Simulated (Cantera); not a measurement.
A diamond (100) surface in a fixed gas of H2 with x(CH4) = 0.0045, x(H) = 0.0024, x(CH3) = 0.0011, 0.118 atm; coverages are run to steady state.

Computed with Cantera and the Harris–Goodwin 1993 mechanism for the reconstructed diamond (100) surface.

θ: site fractions in the mechanism's names (c6HH fully hydrogenated, c6H* and c6*H radical sites, c6** diradical, c6HM methylated).

```
T (K)  growth (µm/h)  θ c6HH  θ c6H*  θ c6*H   θ c6**    θ c6HM
-----  -------------  ------  ------  ------  -------  --------
950             37.6   0.468  0.0102   0.241  0.00426     0.213
1025            54.4   0.452  0.0159   0.303  0.00782     0.157
1100            63.2   0.440  0.0234   0.369   0.0132     0.101
1175               …   0.431       …       …        …         …
1250               …   0.412       …   0.489        …         …
1325            23.1   0.385  0.0503   0.516   0.0370   0.00342
1400            20.9   0.361  0.0578   0.529   0.0448  0.000855
```

### Question
Fill in the missing entries.

### Answer

- 1175, growth (µm/h): 50.0
- 1175, θ c6H*: 0.0327
- 1175, θ c6*H: 0.439
- 1175, θ c6**: 0.0206
- 1175, θ c6HM: 0.0451
- 1250, growth (µm/h): 30.8
- 1250, θ c6H*: 0.0420
- 1250, θ c6**: 0.0289
- 1250, θ c6HM: 0.0135
